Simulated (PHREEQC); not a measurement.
1 kg of water holding 0.33 mol/kgw K2SO4 and 0.017 mol/kgw KCl is evaporated at 40 °C; the solids stay in contact with the brine. No CO2 enters from the air. The run lets Arcanite, Misenite, Sylvite precipitate or redissolve, and no other solid.

All values are PHREEQC results (Pitzer model, pitzer.dat), not measurements.

```
water left (kg)  ionic strength  water activity  Arcanite (mol)
---------------  --------------  --------------  --------------
1                          1.01           0.987               0
0.6755                     1.49           0.981               0
0.4563                     2.21           0.973               0
0.3082                      [?]           0.972          0.0988
0.2082                     2.30           0.971           0.176
0.1407                     2.30           0.970             [?]
0.09502                    2.29           0.969           0.263
0.06418                    2.28           0.968           0.287
0.05275                    2.28           0.967           0.296
0.03564                    2.28           0.964           0.309
0.02407                    2.30           0.959           0.317
0.01627                    2.39           0.951             [?]
0.01099                    2.60             [?]           0.326
0.007427                   3.05           0.917           0.328
0.005012                   3.89           0.883           0.329
```

Question: What belongs in the gaps?

Answer: 
- 0.3082, ionic strength: 2.31
- 0.1407, Arcanite (mol): 0.228
- 0.01627, Arcanite (mol): 0.323
- 0.01099, water activity: 0.938

Away from 25 °C the constants follow the database's enthalpies or fits; those with neither stay at their 25 °C values.
